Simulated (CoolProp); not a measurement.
Vapour-liquid equilibrium of CH2F2 (R32) (1) + n-butane (2) at 0.813 MPa; x and y are mole fractions of (1).

Computed with CoolProp (multi-fluid Helmholtz-energy mixture model, Tillner-Roth 1997 and Bücker 2006; pair parameters Bell 2016).

```
x     bubble temperature (K)  y at the bubble point  dew temperature at overall composition x (K)  liquid density (mol/L)
----  ----------------------  ---------------------  --------------------------------------------  ----------------------
0.05                   318.0                  0.445                                         340.8                   9.618
0.15                   290.0                  0.760                                         335.6                   10.67
0.25                   280.0                  0.835                                         330.1                   11.42
0.35                   276.5                  0.858                                         324.1                   12.10
0.45                   275.3                  0.866                                         317.6                   12.82
0.55                   274.9                  0.869                                         310.2                   13.62
0.65                   274.6                  0.873                                         301.7                   14.59
0.75                   274.1                  0.881                                         291.2                   15.79
0.85                   273.4                  0.902                                         277.7                   17.29
0.95                   273.0                  0.951                                         273.0                   19.18
```

No azeotrope shows between x = 0.05 and 0.95.

The pair parameters rest on a limited set of measurements; away from them the model extrapolates. With so large a gap from Raoult's law the liquid may split in two, which this calculation doesn't test in full.
